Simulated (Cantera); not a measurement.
**Equilibrium for carbothermic reduction: TiO2 + C + CO**

Input: 1 mol TiO2, a varied amount of C, 0.031 mol CO, at 1577 °C and 0.230 bar.

Method: chemical equilibrium by Gibbs-energy minimisation in Cantera with the NASA 1993 tables (ideal gas, pure condensed phases). Candidate condensed phases: C, Ti, TiC, TiO, TiO2, Ti2O3, Ti3O5, Ti4O7; 15 gas species. Mutual solubility and eutectic melting of coexisting phases are not modelled. TiC: taken at fixed stoichiometry. The numbers say what is thermodynamically allowed, not how fast it happens.

At 0.35 mol C the condensed part is Ti2O3(s) + Ti3O5(s). From 0.52 mol C to 2.3 mol C the condensed part is TiC(s) + Ti2O3(s). The main Ti-bearing gas is TiO throughout.

| n(C) (mol) | x CO | x CO2 | x TiO | x TiO2 | x Ti | n Ti2O3(s) | n Ti3O5(s) | n TiC(s) |
|---|---|---|---|---|---|---|---|---|
| 0.35 | 1.000 | 0.000494 | 5.13e-8 | 1.28e-8 | 2.35e-10 | 0.0506 | 0.300 | 0 |
| 0.52 | 1.000 | 0.000140 | 9.64e-8 | 6.80e-9 | 1.56e-9 | 0.496 | 0 | 0.00803 |
| 0.7 | 1.000 | 0.000140 | 9.64e-8 | 6.80e-9 | 1.56e-9 | 0.460 | 0 | 0.0800 |
| 0.87 | 1.000 | 0.000140 | 9.64e-8 | 6.80e-9 | 1.56e-9 | 0.426 | 0 | 0.148 |
| 1 | 1.000 | 0.000140 | 9.64e-8 | 6.80e-9 | 1.56e-9 | 0.400 | 0 | 0.200 |
| 1.2 | 1.000 | 0.000140 | 9.64e-8 | 6.80e-9 | 1.56e-9 | 0.360 | 0 | 0.280 |
| 1.4 | 1.000 | 0.000140 | 9.64e-8 | 6.80e-9 | 1.56e-9 | 0.320 | 0 | 0.360 |
| 1.6 | 1.000 | 0.000140 | 9.64e-8 | 6.80e-9 | 1.56e-9 | 0.280 | 0 | 0.440 |
| 1.7 | 1.000 | 0.000140 | 9.64e-8 | 6.80e-9 | 1.56e-9 | 0.260 | 0 | 0.480 |
| 1.9 | 1.000 | 0.000140 | 9.64e-8 | 6.80e-9 | 1.56e-9 | 0.220 | 0 | 0.560 |
| 2.1 | 1.000 | 0.000140 | 9.64e-8 | 6.80e-9 | 1.56e-9 | 0.180 | 0 | 0.640 |
| 2.3 | 1.000 | 0.000140 | 9.64e-8 | 6.80e-9 | 1.56e-9 | 0.140 | 0 | 0.720 |
x: gas mole fraction; n: condensed amount in mol.
